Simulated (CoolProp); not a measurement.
Dimethyl ether along the isobar 2.61 MPa: fugacity coefficient from the reference equation and from simpler models built on Tc = 400.4 K, pc = 5.337 MPa, ω = 0.196; each cubic takes its own stable root.

Model: reference Helmholtz-energy equation of state, Wu 2011, in CoolProp.

```
T (K)   phase  reference
-----  ------  ---------
172.9  liquid  0.0002819
193.4  liquid   0.001720
213.9  liquid   0.007021
234.3  liquid    0.02134
254.8  liquid    0.05254
275.2  liquid     0.1093
295.7  liquid     0.2006
316.1  liquid     0.3313
336.6  liquid     0.5044
357.1  liquid     0.7153
377.5     gas     0.7940
398       gas     0.8274
```

**Question.** How far does each simpler model (van der Waals, Redlich-Kwong, Soave-Redlich-Kwong, Peng-Robinson) lie from the reference over these 12 states: mean and median of the absolute difference, and the worst?

**Answer.** 
- van der Waals: mean 1127.1 %, median 179.1 %, worst +7938.3 % at 172.9 K and 2.61 MPa
- Redlich-Kwong: mean 39.1 %, median 35.2 %, worst +86.6 % at 172.9 K and 2.61 MPa
- Soave-Redlich-Kwong: mean 1.5 %, median 1.1 %, worst +3.2 % at 336.6 K and 2.61 MPa
- Peng-Robinson: mean 2.6 %, median 0.9 %, worst +13.1 % at 172.9 K and 2.61 MPa

At some of these states van der Waals, Redlich-Kwong gives the other phase, because its saturation line lies elsewhere.
